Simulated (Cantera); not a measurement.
Thermodynamics of abatement and gas-phase synthesis, feed NH3 + SO2 + N2

Feed: 1 mol NH3, 0.15 mol SO2, 50 mol N2, held at 1.00 bar.

These are equilibrium values from Cantera (NASA tables, ideal gas, pure condensed phases), not measurements of a reactor. Candidate condensed phases: H2O, H2SO4, S; 60 gas species. Ions and electrons are included (thermal ionisation). The numbers say what is thermodynamically allowed, not how fast it happens.

From 2727 °C to 4727 °C nothing is condensed.

```csv
T (°C),x N2,x H,x N,x H2,x O,x S,x H2O,x NO
2727,0.957,0.0198,1.36e-5,0.0157,0.000726,0.00162,0.00225,0.000736
3227,0.942,0.0438,0.000215,0.00551,0.00317,0.00243,0.000187,0.00123
3727,0.936,0.0532,0.00172,0.00111,0.00449,0.00270,6.00e-6,0.000847
4227,0.928,0.0548,0.00867,0.000251,0.00495,0.00274,2.72e-7,0.000531
4727,0.906,0.0546,0.0315,7.20e-5,0.00511,0.00272,2.05e-8,0.000344
```
x: gas mole fraction; nothing condenses.
